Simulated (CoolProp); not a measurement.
Ethylene along the isotherm 302.4 K: Z from the reference equation and from simpler models built on Tc = 282.4 K, pc = 5.042 MPa, ω = 0.087; each cubic takes its own stable root.

The numbers come from the reference Helmholtz-energy equation of state, Smukala 2000 in CoolProp.

```
p (MPa)          phase  reference  van der Waals  Redlich-Kwong  Peng-Robinson
-------  -------------  ---------  -------------  -------------  -------------
1.68               gas     0.9035         0.9100         0.9016         0.8914
3.36               gas     0.7914         0.8017         0.7885         0.7704
5.04               gas     0.6521         0.6558         0.6492         0.6280
6.72     supercritical     0.4582         0.4225         0.4623         0.4524
8.4      supercritical     0.3450         0.4085         0.3843         0.3658
10.1     supercritical     0.3578         0.4476         0.3985         0.3714
11.8     supercritical     0.3887         0.4941         0.4280         0.3952
13.4     supercritical     0.4218         0.5399         0.4599         0.4224
15.1     supercritical     0.4585         0.5892         0.4953         0.4534
16.8     supercritical     0.4957         0.6386         0.5314         0.4851
18.5     supercritical     0.5331         0.6878         0.5676         0.5173
20.2     supercritical     0.5704         0.7369         0.6039         0.5495
21.8     supercritical     0.6054         0.7828         0.6378         0.5797
23.5     supercritical     0.6424         0.8313         0.6737         0.6118
25.2     supercritical     0.6791         0.8795         0.7094         0.6437
```
